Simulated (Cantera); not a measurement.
An isothermal, constant-pressure homogeneous reactor starts with CH4 : N2 = 1 : 11 (molar parts), at 1748 K and 47000 Pa. Integrator tolerance rtol = 1e-08.

Computed with Cantera and GRI-Mech 3.0 (53 species, 325 reactions). GRI-Mech 3.0 stops at C3 and has no aromatics, soot or wall deposition, so with more carbon than oxygen in the feed, carbon stays in small species such as C2H2 where larger ones or solid carbon would form.

What does this change do: pressure from 47000 Pa to 850 Pa?


```csv
quantity,before,after
x(CH4) at 30.0 s,0.000307 (gas-phase equilibrium 0.000162),1.56e-5 (gas-phase equilibrium 2.93e-6)
x(CH2) at 30.0 s,6.55e-9 (gas-phase equilibrium 3.46e-9),1.83e-8 (gas-phase equilibrium 3.47e-9)
x(CH3) at 30.0 s,6.14e-6 (gas-phase equilibrium 3.25e-6),2.31e-6 (gas-phase equilibrium 4.37e-7)
x(C2H2) at 30.0 s,0.0382 (gas-phase equilibrium 0.0106),0.0384 (gas-phase equilibrium 0.0106)
x(C2H6) at 30.0 s,6.40e-9 (gas-phase equilibrium 1.79e-9),1.18e-11 (gas-phase equilibrium <1e-12)
x(C2H) at 30.0 s,2.64e-7 (gas-phase equilibrium 7.31e-8),1.97e-6 (gas-phase equilibrium 5.46e-7)
x(H) at 30.0 s,0.000114 (gas-phase equilibrium 0.000114),0.000844 (gas-phase equilibrium 0.000846)
```
Radical loss at walls, strong at low pressure, is not modelled.
